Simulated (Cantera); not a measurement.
What does this Cantera script print?

```python
import numpy as np
import cantera as ct

gas_names = """
    CL CL2 H HCL H2 N NH NH2 NH3 N2 N2H2 N2H4 Si SiCL SiCL2 SiCL3 SiCL4 SiH SiHCL3 SiH2 SiH2CL2 SiH3
    SiH3CL SiH4 SiN Si2 Si2N Si3
""".split()
cond_names = """
    NH4CL(a) NH4CL(b) Si(cr) Si(L) Si3N4(a)
""".split()


# ... load() reads the species with a 1 bar reference pressure and builds the phases ...
atoms = {
    'SiH2Cl2': {'Si': 1, 'H': 2, 'CL': 2},
    'HCl': {'H': 1, 'CL': 1},
    'N2': {'N': 2},
}
top_T = {'Si3N4(a)': 2400}  # K; cautious upper limits of use, not melting points


# ... equilibrate(T, P, feed) seeds the gas with the atoms and calls Mixture.equilibrate('TP', solver="vcs", rtol=1e-11, max_steps=5000) ...
results = []
T = 973  # K
P = 2700  # Pa
for m in [7.2, 10, 14, 20, 28, 40, 56, 80, 110, 160, 220]:
    feed = {'SiH2Cl2': 1, 'HCl': 3.5, 'N2': m}  # mol
    mix = equilibrate(T, P, feed)
    results.append((T, P, feed, dict(zip(mix.species_names, mix.species_moles))))

top = {s: max(r[3][s] / sum(r[3][g] for g in gas_names) for r in results) for s in gas_names}
cols = sorted((s for s in top if top[s] > 0.001), key=lambda s: -top[s])[:8]
seen = [c for c in cond_names if any(r[3].get(c, 0) > 1e-12 for r in results)]
print("log10 of partial pressures in bar; condensed amounts in mol")
print(f"{'n(N2)':>10s}" + "".join(f"{s[:9]:>10s}" for s in cols + seen))
for T, P, feed, n in results:
    ng = sum(n[g] for g in gas_names)
    print(f"{feed['N2']:10.4g}" + "".join(f"{np.log10(max(n[s] / ng * P / 1e5, 1e-99)):10.3f}" for s in cols)
          + "".join(f"{n.get(c, 0):10.4g}" for c in seen))
```

It prints:

```
log10 of partial pressures in bar; condensed amounts in mol
     n(N2)        N2       HCL        H2     SiCL4  Si3N4(a)
       7.2    -1.799    -2.165    -2.544    -2.846    0.1245
        10    -1.746    -2.241    -2.657    -2.959    0.1342
        14    -1.702    -2.330    -2.785    -3.087    0.1443
        20    -1.666    -2.434    -2.932    -3.234    0.1552
        28    -1.641    -2.540    -3.080    -3.381    0.1654
        40    -1.620    -2.661    -3.245    -3.546    0.1762
        56    -1.606    -2.779    -3.406    -3.708    0.1862
        80    -1.596    -2.910    -3.583    -3.884    0.1966
       110    -1.588    -3.030    -3.744    -4.046    0.2056
       160    -1.582    -3.174    -3.937    -4.239    0.2158
       220    -1.579    -3.298    -4.104    -4.406    0.2241
```

Method: chemical equilibrium by Gibbs-energy minimisation in Cantera with the NASA 1993 tables (ideal gas, pure condensed phases). N2 is the only nitrogen source here; it is nearly inert below about 1500 K, so the nitride shown seldom forms there in practice. The tables' values for SiCl3 are old estimates; treat these amounts as uncertain.
